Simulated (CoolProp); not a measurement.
Vapour-liquid equilibrium of propylene (1) + R142b (2) at -33.05 °C; x and y are mole fractions of (1).

Values from CoolProp's multi-fluid Helmholtz-energy mixture model, Lemmon 2013 and Lemmon 2006; pair parameters Bell 2016.

```
x      bubble pressure, mixture model (kPa)  bubble pressure, Raoult's law (kPa)  y, mixture model  y, Raoult's law
-----  ------------------------------------  -----------------------------------  ----------------  ---------------
0.05                                  43.90                                41.96             0.254            0.224
0.125                                 58.28                                53.48             0.478            0.439
0.2                                   72.30                                65.01             0.612            0.578
0.275                                 85.70                                76.53             0.700            0.675
0.35                                  98.37                                88.05             0.761            0.747
0.425                                 110.3                                99.57             0.808            0.802
0.5                                   121.4                                111.1             0.844            0.846
0.575                                 132.0                                122.6             0.873            0.881
0.65                                  142.0                                134.1             0.899            0.911
0.725                                 151.7                                145.7             0.922            0.935
0.8                                   161.4                                157.2             0.943            0.956
0.875                                 171.1                                168.7             0.964            0.975
0.95                                  181.0                                180.2             0.985            0.990
```

The largest gap from Raoult's law is +12.0 % in bubble pressure, at x = 0.275. No azeotrope shows between x = 0.05 and 0.95.

The pair parameters rest on a limited set of measurements; away from them the model extrapolates.
